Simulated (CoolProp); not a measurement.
A single-stage vapour-compression cycle with the fluid: evaporating at 327.15 K (dew point), condensing at 385.15 K (bubble point), superheat 8 K, subcooling 2 K, compressor efficiency 0.65, no pressure losses. The same conditions are run with several fluids, on thermodynamics alone (safety and materials aside).

Model: reference Helmholtz-energy equation of state of each fluid (cyclopropane: Polt 1992; 1,2-dichloroethane: Thol 2015; R1224YDZ: Akasaka 2023; dimethyl carbonate: Zhou 2011; R245ca: Zhou 2016; isohexane: Lemmon 2006), in CoolProp. The equations of Platzer and Polt are older, rougher fits.

Question: Rank cyclopropane, 1,2-dichloroethane, R1224YDZ, dimethyl carbonate, R245ca, isohexane by cooling COP, highest first.

Answer: 1,2-dichloroethane (3.18), dimethyl carbonate (3.09), isohexane (2.66), R245ca (2.57), R1224YDZ (2.41), cyclopropane (2.19)

| fluid | pressure ratio | discharge temperature (K) | refrigerating effect (kJ/kg) | volumetric capacity (kJ/m³) |
|---|---|---|---|---|
| cyclopropane | 3.04 | 413.0 | 201 | 5500 |
| 1,2-dichloroethane | 6.31 | 432.2 | 271 | 354 |
| R1224YDZ | 4.01 | 391.8 | 83.2 | 1830 |
| dimethyl carbonate | 7.07 | 409.1 | 301 | 271 |
| R245ca | 4.44 | 390.6 | 111 | 1570 |
| isohexane | 4.96 | 385.2 | 200 | 534 |

The compression ends wet for: isohexane.
